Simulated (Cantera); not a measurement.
**Adiabatic ignition**

An adiabatic, constant-pressure homogeneous reactor starts with CH4 : O2 : N2 = 1 : 1.54 : 5.78 (molar parts), equivalence ratio 1.3, at 1725 K and 23000 Pa.

Model: GRI-Mech 3.0 (53 species, 325 reactions), integrated in Cantera.

| t (s) | T (K) | x CH4 | x O2 | x H2O2 | x N2O | x OH |
|---|---|---|---|---|---|---|
| 1.00e-6 | 1725 | 0.120 | 0.185 | 5.99e-10 | <1e-12 | 5.49e-8 |
| 2.86e-6 | 1725 | 0.120 | 0.185 | 4.20e-9 | 1.61e-12 | 1.83e-7 |
| 8.18e-6 | 1725 | 0.120 | 0.185 | 2.35e-8 | 7.42e-12 | 2.68e-7 |
| 2.34e-5 | 1725 | 0.120 | 0.185 | 9.21e-8 | 4.30e-11 | 3.89e-7 |
| 6.69e-5 | 1725 | 0.120 | 0.185 | 2.58e-7 | 2.76e-10 | 8.12e-7 |
| 0.000191 | 1724 | 0.120 | 0.185 | 5.17e-7 | 1.58e-9 | 2.77e-6 |
| 0.000547 | 1754 | 0.107 | 0.177 | 5.65e-6 | 1.55e-8 | 6.94e-5 |
| 0.00156 | 2678 | <1e-12 | 0.0104 | 6.18e-8 | 9.07e-8 | 0.0223 |
| 0.00447 | 2714 | <1e-12 | 0.00912 | 7.01e-8 | 1.20e-7 | 0.0214 |
| 0.0128 | 2714 | <1e-12 | 0.00856 | 6.84e-8 | 1.37e-7 | 0.0208 |
| 0.0366 | 2713 | <1e-12 | 0.00851 | 6.82e-8 | 1.40e-7 | 0.0208 |
| 0.105 | 2713 | <1e-12 | 0.00851 | 6.82e-8 | 1.40e-7 | 0.0208 |
| 0.299 | 2713 | <1e-12 | 0.00851 | 6.82e-8 | 1.40e-7 | 0.0208 |
| 0.856 | 2713 | <1e-12 | 0.00851 | 6.82e-8 | 1.40e-7 | 0.0208 |
| 2.45 | 2713 | <1e-12 | 0.00851 | 6.82e-8 | 1.40e-7 | 0.0208 |
| 7.00 | 2713 | <1e-12 | 0.00851 | 6.82e-8 | 1.40e-7 | 0.0208 |
x: mole fraction; the columns are a selection and need not sum to one.

```json
{
 "time_of_steepest_temperature_rise": "0.715 ms",
 "temperature at 7.00 s": "2713 K",
 "equilibrium_temperature": "2713 K",
 "x(CH4) at 7.00 s": "<1e-12 (gas-phase equilibrium <1e-12)",
 "x(O2) at 7.00 s": "0.00851 (gas-phase equilibrium 0.00851)",
 "x(H2O2) at 7.00 s": "6.82e-8 (gas-phase equilibrium 6.82e-8)"
}
```
